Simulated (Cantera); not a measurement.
A freely propagating, adiabatic, planar premixed flame of CH₄ : H₂ : O₂ : N₂ : H₂O = 1 : 0.53 : 1.74 : 6.55 : 1.1 (molar parts), equivalence ratio 1.3, unburnt at 498 K and 1.01 bar; mixture-averaged transport, grid criteria slope 0.08 and curve 0.16, no radiation.

Computed with Cantera and GRI-Mech 3.0 (53 species, 325 reactions). Burning velocities carry a grid error of a few per cent, more on coarse grids.

Q: What does this change do: inlet temperature 498 to 550 K?

A: 
```
quantity                     before      after
------------------------  ---------  ---------
laminar burning velocity  58.3 cm/s  74.6 cm/s
thermal thickness          0.513 mm   0.466 mm
peak x(C₂H)                 5.65e-7    6.71e-7
peak x(HCO)                 2.09e-5    2.55e-5
```

Q: What does this change do: inlet temperature 498 to 700 K?

A: 
| quantity | before | after |
|---|---|---|
| laminar burning velocity | 58.3 cm/s | 139 cm/s |
| thermal thickness | 0.513 mm | 0.372 mm |
| peak x(C₂H) | 5.65e-7 | 1.09e-6 |
| peak x(HCO) | 2.09e-5 | 4.15e-5 |
